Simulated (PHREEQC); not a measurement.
Acid mine or pickling water: speciation

A made-up water analysis in mg/L, 55 °C, pH 2.71, pe 8.7: Na 29.8; K 2.36; Ca 136; Mg 14.8; Cl 103; S(6) as SO4 486; Mn(2) 0.0766.

Cl is adjusted to close the charge balance.
Valence states are taken as typed.

Computed with PHREEQC (ion-association model, wateq4f.dat).

Precipitation was switched off in this run.

**Question.** What ionic strength does the model give?

**Answer.** ionic strength 0.0158 mol/kgw.

**Question.** In which forms is K present?

**Answer.** K+ 98 %, KSO4- 2.1 % of the K.

Species that the database lacks are ignored. At this temperature some constants are extrapolated from 25 °C, and those without enthalpy data are left unchanged.
